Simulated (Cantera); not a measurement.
Input (Python, Cantera) and output of one run.

```python
import numpy as np
import cantera as ct

gas_names = """
    H HO2 H2 H2O H2O2 O OH O2 O3 Si SiH SiH2 SiH3 SiH4 SiO SiO2 Si2 Si3
""".split()
cond_names = """
    H2O(s) H2O(L) Si(cr) Si(L) SiO2(Lqz) SiO2(hqz) SiO2(L)
""".split()


# ... load() reads the species with a 1 bar reference pressure and builds the phases ...
atoms = {
    'SiH4': {'Si': 1, 'H': 4},
    'O2': {'O': 2},
}
top_T = {}  # K; cautious upper limits of use, not melting points


# ... equilibrate(T, P, feed) seeds the gas with the atoms and calls Mixture.equilibrate('TP', solver="vcs", rtol=1e-11, max_steps=5000) ...
results = []
T = 1325  # K
P = 5100  # Pa
for m in [0.088, 0.13, 0.19, 0.29, 0.43, 0.64, 0.95, 1.4, 2.1, 3.1, 4.7, 7, 10]:
    feed = {'SiH4': 1, 'O2': m}  # mol
    mix = equilibrate(T, P, feed)
    results.append((T, P, feed, dict(zip(mix.species_names, mix.species_moles))))
    x = sorted(zip(gas.X, gas.species_names), reverse=True)
    print(f"T = {T:g} K  P = {P:g} Pa  n(O2) = {m:g} mol  gas = {mix.phase_moles(0):.4g} mol")
    print("   x: " + "  ".join(f"{s} {v:.3e}" for v, s in x if v > 0.0001))
    print("   condensed (mol): " + ("  ".join(f"{mix.phase(i).name} {mix.phase_moles(i):.4g}"
          for i in range(1, mix.n_phases) if mix.phase_moles(i) > 1e-12) or "none"))
```

Output:

```
T = 1325 K  P = 5100 Pa  n(O2) = 0.088 mol  gas = 2.001 mol
   x: H2 9.997e-01  SiO 2.718e-04
   condensed (mol): Si(cr) 0.9117  SiO2(hqz) 0.08773
T = 1325 K  P = 5100 Pa  n(O2) = 0.13 mol  gas = 2.001 mol
   x: H2 9.997e-01  SiO 2.718e-04
   condensed (mol): Si(cr) 0.8697  SiO2(hqz) 0.1297
T = 1325 K  P = 5100 Pa  n(O2) = 0.19 mol  gas = 2.001 mol
   x: H2 9.997e-01  SiO 2.718e-04
   condensed (mol): Si(cr) 0.8097  SiO2(hqz) 0.1897
T = 1325 K  P = 5100 Pa  n(O2) = 0.29 mol  gas = 2.001 mol
   x: H2 9.997e-01  SiO 2.718e-04
   condensed (mol): Si(cr) 0.7097  SiO2(hqz) 0.2897
T = 1325 K  P = 5100 Pa  n(O2) = 0.43 mol  gas = 2.001 mol
   x: H2 9.997e-01  SiO 2.718e-04
   condensed (mol): Si(cr) 0.5697  SiO2(hqz) 0.4297
T = 1325 K  P = 5100 Pa  n(O2) = 0.64 mol  gas = 2.001 mol
   x: H2 9.997e-01  SiO 2.718e-04
   condensed (mol): Si(cr) 0.3597  SiO2(hqz) 0.6397
T = 1325 K  P = 5100 Pa  n(O2) = 0.95 mol  gas = 2.001 mol
   x: H2 9.997e-01  SiO 2.718e-04
   condensed (mol): Si(cr) 0.04973  SiO2(hqz) 0.9497
T = 1325 K  P = 5100 Pa  n(O2) = 1.4 mol  gas = 2 mol
   x: H2 6.000e-01  H2O 4.000e-01
   condensed (mol): SiO2(hqz) 1
T = 1325 K  P = 5100 Pa  n(O2) = 2.1 mol  gas = 2.1 mol
   x: H2O 9.523e-01  O2 4.760e-02
   condensed (mol): SiO2(hqz) 1
T = 1325 K  P = 5100 Pa  n(O2) = 3.1 mol  gas = 3.1 mol
   x: H2O 6.451e-01  O2 3.548e-01
   condensed (mol): SiO2(hqz) 1
T = 1325 K  P = 5100 Pa  n(O2) = 4.7 mol  gas = 4.7 mol
   x: O2 5.744e-01  H2O 4.255e-01
   condensed (mol): SiO2(hqz) 1
T = 1325 K  P = 5100 Pa  n(O2) = 7 mol  gas = 7 mol
   x: O2 7.143e-01  H2O 2.857e-01
   condensed (mol): SiO2(hqz) 1
T = 1325 K  P = 5100 Pa  n(O2) = 10 mol  gas = 10 mol
   x: O2 8.000e-01  H2O 2.000e-01
   condensed (mol): SiO2(hqz) 1
```

These are equilibrium values from Cantera (NASA tables, ideal gas, pure condensed phases), not measurements of a reactor. Mutual solubility and eutectic melting of coexisting phases are not modelled. The tables hold silica as quartz up to 1696 K and as liquid above; real silica turns to tridymite and cristobalite and melts near 1996 K. Gases not in the tables: Si(OH)4.
